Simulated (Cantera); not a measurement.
Input (Python, Cantera) and output of one run.

```python
import numpy as np
import cantera as ct

gas_names = """
    C CH CH2 CH3 CH2OH CH3O CH4 CH3OH CO CO2 COOH C2 C2H CHCO,ketyl C2H2,acetylene C2H2,vinylidene
    CH2CO,ketene C2H3,vinyl CH3CO,acetyl C2H4 C2H4O,ethylen CH3CHO,ethanal CH3COOH (HCOOH)2 C2H5 C2H6
    CH3OCH3 C2H5OH C2O C3 C3H3,propargyl C3H4,allene C3H4,propyne C3H4,cyclo- C3H5,allyl C3H6,propylene
    C3H6,cyclo- C3H6O C3H7,n-propyl C3H7,i-propyl C3H8 C3H8O,1propanol C3H8O,2propanol C3O2 C4 C4H2
    C4H4,1,3-cyclo- C4H6,butadiene C4H6,2-butyne C4H6,cyclo- C4H8,1-butene C4H8,cis2-buten
    C4H8,tr2-butene C4H8,isobutene C4H8,cyclo- (CH3COOH)2 C4H9,n-butyl C4H9,i-butyl C4H9,s-butyl
    C4H9,t-butyl C4H10,isobutane C4H10,n-butane C5 C5H6,1,3cyclo- C5H8,cyclo- C5H10,1-pentene
    C5H10,cyclo- C5H11,pentyl C5H11,t-pentyl C5H12,n-pentane C5H12,i-pentane CH3C(CH3)2CH3 C6H2
    C6H5,phenyl C6H5O,phenoxy C6H6 C6H5OH,phenol C6H10,cyclo- C6H12,1-hexene C6H12,cyclo- C6H13,n-hexyl
    C7H7,benzyl C7H8 C7H8O,cresol C7H14,1-heptene C7H15,n-heptyl C7H16,n-heptane C8H8,styrene
    C8H10,ethylbenz C8H16,1-octene C8H17,n-octyl C8H18,isooctane C8H18,n-octane C9H19,n-nonyl
    C10H8,naphthale C10H21,n-decyl C12H9,o-bipheny C12H10,bipheny H HCO HO2 H2 HCHO,formaldehy HCOOH H2O
    H2O2 O OH O2 O3 Ti TiO TiO2
""".split()
cond_names = """
    C(gr) C6H6(L) C7H8(L) C8H18(L),n-octa H2O(s) H2O(L) Ti(a) Ti(b) Ti(L) TiC(s) TiC(L) TiO(a) TiO(b)
    TiO(L) TiO2(ru) TiO2(L) Ti2O3(a) Ti2O3(b) Ti2O3(L) Ti3O5(a) Ti3O5(b) Ti3O5(L) Ti4O7(s) Ti4O7(L)
""".split()


def load(file, names, dense=False):
    # The tables refer to 1 bar. Condensed volumes are neglected.
    table = {s.name: s for s in ct.Species.list_from_file(file)}
    out = []
    for n in names:
        d = dict(table[n].input_data)
        d["thermo"] = dict(d["thermo"], **{"reference-pressure": 1e5})
        if dense:
            d["equation-of-state"] = {"model": "constant-volume", "density": "1e6 g/cm^3"}
        out.append(ct.Species.from_dict(d))
    return out


gas = ct.Solution(thermo="ideal-gas", species=load("nasa_gas.yaml", gas_names))
cond = {s.name: ct.Solution(thermo="fixed-stoichiometry", species=[s], name=s.name)
        for s in load("nasa_condensed.yaml", cond_names, dense=True)}
atoms = {
    'Ti(OiPr)4': {'Ti': 1, 'C': 12, 'H': 28, 'O': 4},
    'O2': {'O': 2},
    'H2': {'H': 2},
}
top_T = {'C(gr)': 4500}  # K; cautious upper limits of use, not melting points


def equilibrate(T, P, feed):
    n = {}
    for name, mol in feed.items():
        for a, k in atoms[name].items():
            n[a] = n.get(a, 0.0) + k * mol
    gas.TPX = T, P, n
    mass = sum(n.values()) * gas.mean_molecular_weight
    gas.equilibrate("TP")
    valid = [c for c in cond.values() if c.min_temp <= T <= top_T.get(c.name, c.max_temp)]
    mix = ct.Mixture([(gas, mass / gas.mean_molecular_weight)] + [(c, 0.0) for c in valid])
    mix.T, mix.P = T, P
    mix.equilibrate("TP", solver="vcs", rtol=1e-11, max_steps=5000)
    return mix


results = []
P = 2600  # Pa
for T in [1100, 1150, 1200, 1250, 1300, 1350, 1400, 1450, 1500, 1550, 1600, 1650, 1700, 1750]:
    for m in [0.83, 1.9, 3, 4.1, 5.2, 6.3, 7.4, 8.4, 9.5, 11]:
        feed = {'Ti(OiPr)4': 1, 'O2': m, 'H2': 52}  # mol
        mix = equilibrate(T, P, feed)
        results.append((T, P, feed, dict(zip(mix.species_names, mix.species_moles))))

for T, P, feed, n in results:
    print(f"{T:7g} {feed['O2']:10.4g}  " + (" + ".join(c for c in cond_names if n.get(c, 0) > 1e-12) or "gas only"))
```

It prints:

```
   1100       0.83  C(gr) + Ti4O7(s)
   1100        1.9  C(gr) + Ti4O7(s)
   1100          3  C(gr) + Ti4O7(s)
   1100        4.1  C(gr) + TiO2(ru) + Ti4O7(s)
   1100        5.2  TiO2(ru)
   1100        6.3  TiO2(ru)
   1100        7.4  TiO2(ru)
   1100        8.4  TiO2(ru)
   1100        9.5  TiO2(ru)
   1100         11  TiO2(ru)
   1150       0.83  C(gr) + Ti3O5(b)
   1150        1.9  C(gr) + Ti4O7(s)
   1150          3  C(gr) + Ti4O7(s)
   1150        4.1  C(gr) + Ti4O7(s)
   1150        5.2  TiO2(ru)
   1150        6.3  TiO2(ru)
   1150        7.4  TiO2(ru)
   1150        8.4  TiO2(ru)
   1150        9.5  TiO2(ru)
   1150         11  TiO2(ru)
   1200       0.83  C(gr) + Ti3O5(b)
   1200        1.9  C(gr) + Ti3O5(b)
   1200          3  C(gr) + Ti3O5(b)
   1200        4.1  C(gr) + Ti3O5(b)
   1200        5.2  TiO2(ru)
   1200        6.3  TiO2(ru)
   1200        7.4  TiO2(ru)
   1200        8.4  TiO2(ru)
   1200        9.5  TiO2(ru)
   1200         11  TiO2(ru)
   1250       0.83  C(gr) + TiC(s)
   1250        1.9  C(gr) + TiC(s)
   1250          3  C(gr) + TiC(s)
   1250        4.1  TiC(s) + Ti3O5(b)
   1250        5.2  TiO2(ru)
   1250        6.3  TiO2(ru)
   1250        7.4  TiO2(ru)
   1250        8.4  TiO2(ru)
   1250        9.5  TiO2(ru)
   1250         11  TiO2(ru)
   1300       0.83  C(gr) + TiC(s)
   1300        1.9  C(gr) + TiC(s)
   1300          3  C(gr) + TiC(s)
   1300        4.1  TiC(s) + Ti2O3(b)
   1300        5.2  TiO2(ru)
   1300        6.3  TiO2(ru)
   1300        7.4  TiO2(ru)
   1300        8.4  TiO2(ru)
   1300        9.5  TiO2(ru)
   1300         11  TiO2(ru)
   1350       0.83  C(gr) + TiC(s)
   1350        1.9  C(gr) + TiC(s)
   1350          3  C(gr) + TiC(s)
   1350        4.1  TiC(s) + Ti2O3(b)
   1350        5.2  TiO2(ru)
   1350        6.3  TiO2(ru)
   1350        7.4  TiO2(ru)
   1350        8.4  TiO2(ru)
   1350        9.5  TiO2(ru)
   1350         11  TiO2(ru)
   1400       0.83  C(gr) + TiC(s)
   1400        1.9  C(gr) + TiC(s)
   1400          3  C(gr) + TiC(s)
   1400        4.1  TiC(s) + Ti2O3(b)
   1400        5.2  TiO2(ru) + Ti4O7(s)
   1400        6.3  TiO2(ru)
   1400        7.4  TiO2(ru)
   1400        8.4  TiO2(ru)
   1400        9.5  TiO2(ru)
   1400         11  TiO2(ru)
   1450       0.83  C(gr) + TiC(s)
   1450        1.9  C(gr) + TiC(s)
   1450          3  C(gr) + TiC(s)
   1450        4.1  TiC(s) + Ti2O3(b)
   1450        5.2  Ti4O7(s)
   1450        6.3  TiO2(ru)
   1450        7.4  TiO2(ru)
   1450        8.4  TiO2(ru)
   1450        9.5  TiO2(ru)
   1450         11  TiO2(ru)
   1500       0.83  C(gr) + TiC(s)
   1500        1.9  C(gr) + TiC(s)
   1500          3  C(gr) + TiC(s)
   1500        4.1  TiC(s) + Ti2O3(b)
   1500        5.2  Ti4O7(s)
   1500        6.3  TiO2(ru)
   1500        7.4  TiO2(ru)
   1500        8.4  TiO2(ru)
   1500        9.5  TiO2(ru)
   1500         11  TiO2(ru)
   1550       0.83  C(gr) + TiC(s)
   1550        1.9  C(gr) + TiC(s)
   1550          3  C(gr) + TiC(s)
   1550        4.1  TiC(s) + Ti2O3(b)
   1550        5.2  Ti4O7(s)
   1550        6.3  TiO2(ru)
   1550        7.4  TiO2(ru)
   1550        8.4  TiO2(ru)
   1550        9.5  TiO2(ru)
   1550         11  TiO2(ru)
   1600       0.83  C(gr) + TiC(s)
   1600        1.9  C(gr) + TiC(s)
   1600          3  C(gr) + TiC(s)
   1600        4.1  TiC(s) + Ti2O3(b)
   1600        5.2  Ti3O5(b) + Ti4O7(s)
   1600        6.3  TiO2(ru)
   1600        7.4  TiO2(ru)
   1600        8.4  TiO2(ru)
   1600        9.5  TiO2(ru)
   1600         11  TiO2(ru)
   1650       0.83  C(gr) + TiC(s)
   1650        1.9  C(gr) + TiC(s)
   1650          3  C(gr) + TiC(s)
   1650        4.1  TiC(s) + Ti2O3(b)
   1650        5.2  Ti3O5(b)
   1650        6.3  Ti4O7(s)
   1650        7.4  TiO2(ru)
   1650        8.4  TiO2(ru)
   1650        9.5  TiO2(ru)
   1650         11  TiO2(ru)
   1700       0.83  C(gr) + TiC(s)
   1700        1.9  C(gr) + TiC(s)
   1700          3  C(gr) + TiC(s)
   1700        4.1  TiC(s) + Ti2O3(b)
   1700        5.2  Ti3O5(b)
   1700        6.3  Ti4O7(s)
   1700        7.4  TiO2(ru)
   1700        8.4  TiO2(ru)
   1700        9.5  TiO2(ru)
   1700         11  TiO2(ru)
   1750       0.83  C(gr) + TiC(s)
   1750        1.9  C(gr) + TiC(s)
   1750          3  C(gr) + TiC(s)
   1750        4.1  TiC(s) + Ti2O3(b)
   1750        5.2  Ti3O5(b)
   1750        6.3  Ti4O7(s)
   1750        7.4  Ti4O7(s)
   1750        8.4  TiO2(ru)
   1750        9.5  TiO2(ru)
   1750         11  TiO2(ru)
```

Cantera equilibrium calculation (NASA polynomials, part measured and part estimated; ideal gas, pure solids and liquids). The feed counts by its element totals alone. Mutual solubility and eutectic melting of coexisting phases are not modelled. TiC: taken at fixed stoichiometry. Condensed phases not in the tables: Magnéli phases beyond Ti4O7.
